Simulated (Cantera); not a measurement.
An adiabatic, constant-pressure homogeneous reactor starts with CH4 : C2H6 : O2 : N2 : CO2 = 1 : 0.079 : 1.9 : 7.13 : 0.51 (molar parts), equivalence ratio 1.2, at 1050 K and 130000 Pa. Integrator tolerance rtol = 1e-08.

Computed with Cantera and GRI-Mech 3.0 (53 species, 325 reactions).

What does this change do: constant volume in place of constant pressure?


| quantity | before | after |
|---|---|---|
| time of steepest temperature rise | 48.7 ms | 46.6 ms |
| temperature at 8.00 s | 2509 K | 2740 K |
| equilibrium temperature | 2509 K | 2740 K |
| x(CH4) at 8.00 s | <1e-12 (gas-phase equilibrium <1e-12) | <1e-12 (gas-phase equilibrium <1e-12) |
| x(C2H6) at 8.00 s | <1e-12 (gas-phase equilibrium <1e-12) | <1e-12 (gas-phase equilibrium <1e-12) |
| x(O2) at 8.00 s | 0.00274 (gas-phase equilibrium 0.00274) | 0.00564 (gas-phase equilibrium 0.00564) |
| x(C2H2) at 8.00 s | <1e-12 (gas-phase equilibrium <1e-12) | <1e-12 (gas-phase equilibrium <1e-12) |
| x(O) at 8.00 s | 0.000701 (gas-phase equilibrium 0.000701) | 0.00170 (gas-phase equilibrium 0.00170) |
| x(NO2) at 8.00 s | 2.76e-7 (gas-phase equilibrium 2.76e-7) | 1.09e-6 (gas-phase equilibrium 1.09e-6) |
| x(N2O) at 8.00 s | 1.38e-7 (gas-phase equilibrium 1.38e-7) | 4.72e-7 (gas-phase equilibrium 4.72e-7) |
